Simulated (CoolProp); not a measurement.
Vapour-liquid equilibrium of CH2F2 (R32) (1) + fluoroethane (R161) (2) at -45.15 °C; x and y are mole fractions of (1).

Model: multi-fluid Helmholtz-energy mixture model, Tillner-Roth 1997 and Wu 2012; pair parameters Bell 2016, in CoolProp.

```json
[
 {"x": "0.05", "bubble pressure (MPa)": "0.07572", "y at the bubble point": "0.113", "dew pressure at overall composition x (MPa)": "0.07276", "liquid density (mol/L)": "17.45"},
 {"x": "0.15", "bubble pressure (MPa)": "0.08495", "y at the bubble point": "0.285", "dew pressure at overall composition x (MPa)": "0.07759", "liquid density (mol/L)": "17.89"},
 {"x": "0.25", "bubble pressure (MPa)": "0.09302", "y at the bubble point": "0.415", "dew pressure at overall composition x (MPa)": "0.08296", "liquid density (mol/L)": "18.35"},
 {"x": "0.35", "bubble pressure (MPa)": "0.1003", "y at the bubble point": "0.520", "dew pressure at overall composition x (MPa)": "0.08888", "liquid density (mol/L)": "18.85"},
 {"x": "0.45", "bubble pressure (MPa)": "0.1070", "y at the bubble point": "0.611", "dew pressure at overall composition x (MPa)": "0.09537", "liquid density (mol/L)": "19.37"},
 {"x": "0.55", "bubble pressure (MPa)": "0.1133", "y at the bubble point": "0.692", "dew pressure at overall composition x (MPa)": "0.1024", "liquid density (mol/L)": "19.93"},
 {"x": "0.65", "bubble pressure (MPa)": "0.1194", "y at the bubble point": "0.767", "dew pressure at overall composition x (MPa)": "0.1100", "liquid density (mol/L)": "20.52"},
 {"x": "0.75", "bubble pressure (MPa)": "0.1253", "y at the bubble point": "0.838", "dew pressure at overall composition x (MPa)": "0.1180", "liquid density (mol/L)": "21.16"},
 {"x": "0.85", "bubble pressure (MPa)": "0.1311", "y at the bubble point": "0.905", "dew pressure at overall composition x (MPa)": "0.1263", "liquid density (mol/L)": "21.84"},
 {"x": "0.95", "bubble pressure (MPa)": "0.1368", "y at the bubble point": "0.969", "dew pressure at overall composition x (MPa)": "0.1351", "liquid density (mol/L)": "22.58"}
]
```

No azeotrope shows between x = 0.05 and 0.95.

Pair parameters are fitted to limited data, so mixtures are less certain than the pure fluids.
